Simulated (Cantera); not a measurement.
An adiabatic, constant-pressure homogeneous reactor starts with CH4 : CO : O2 : N2 = 1 : 1 : 4.17 : 15.7 (molar parts), equivalence ratio 0.60, at 1348 K and 3750 Torr.

Computed with Cantera and GRI-Mech 3.0 (53 species, 325 reactions).

One state of this run: T (K) = 2510; x CH4 = <1e-12; x CO = 0.00570; x O2 = 0.0717; x HCN = 1.62e-11; x HO2 = 9.21e-6; x C2H2 = <1e-12; x C2H4 = <1e-12. x: mole fraction; the columns are a selection and need not sum to one.

**Question.** Which value of t (s) does it belong to?
(A) 0.000428
(B) 2.49e-5
(C) 9.00
(D) 6.00e-6

**Answer.** C, 9.00
